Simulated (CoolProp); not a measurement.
Vapour-liquid equilibrium of nitrogen (1) + methane (2) at 102.4 K; x and y are mole fractions of (1).

The numbers come from the multi-fluid Helmholtz-energy mixture model, Span 2000 and Setzmann 1991; pair parameters Kunz 2012 in CoolProp.

```json
[
 {"x": "0.05", "bubble pressure (bar)": "1.222", "y at the bubble point": "0.643", "dew pressure at overall composition x (bar)": "0.4618", "liquid density (mol/L)": "27.07"},
 {"x": "0.15", "bubble pressure (bar)": "2.510", "y at the bubble point": "0.833", "dew pressure at overall composition x (bar)": "0.5166", "liquid density (mol/L)": "26.89"},
 {"x": "0.25", "bubble pressure (bar)": "3.531", "y at the bubble point": "0.887", "dew pressure at overall composition x (bar)": "0.5860", "liquid density (mol/L)": "26.70"},
 {"x": "0.35", "bubble pressure (bar)": "4.373", "y at the bubble point": "0.914", "dew pressure at overall composition x (bar)": "0.6763", "liquid density (mol/L)": "26.49"},
 {"x": "0.45", "bubble pressure (bar)": "5.100", "y at the bubble point": "0.931", "dew pressure at overall composition x (bar)": "0.7984", "liquid density (mol/L)": "26.25"},
 {"x": "0.55", "bubble pressure (bar)": "5.766", "y at the bubble point": "0.944", "dew pressure at overall composition x (bar)": "0.9731", "liquid density (mol/L)": "25.97"},
 {"x": "0.65", "bubble pressure (bar)": "6.414", "y at the bubble point": "0.956", "dew pressure at overall composition x (bar)": "1.244", "liquid density (mol/L)": "25.66"},
 {"x": "0.75", "bubble pressure (bar)": "7.086", "y at the bubble point": "0.967", "dew pressure at overall composition x (bar)": "1.720", "liquid density (mol/L)": "25.29"},
 {"x": "0.85", "bubble pressure (bar)": "7.824", "y at the bubble point": "0.979", "dew pressure at overall composition x (bar)": "2.765", "liquid density (mol/L)": "24.86"},
 {"x": "0.95", "bubble pressure (bar)": "8.673", "y at the bubble point": "0.992", "dew pressure at overall composition x (bar)": "6.094", "liquid density (mol/L)": "24.36"}
]
```

No azeotrope shows between x = 0.05 and 0.95.

Pair parameters are fitted to limited data, so mixtures are less certain than the pure fluids. The gap from Raoult's law changes sign with composition, which may be real or a fault of the pair parameters; it wasn't checked against measurements.
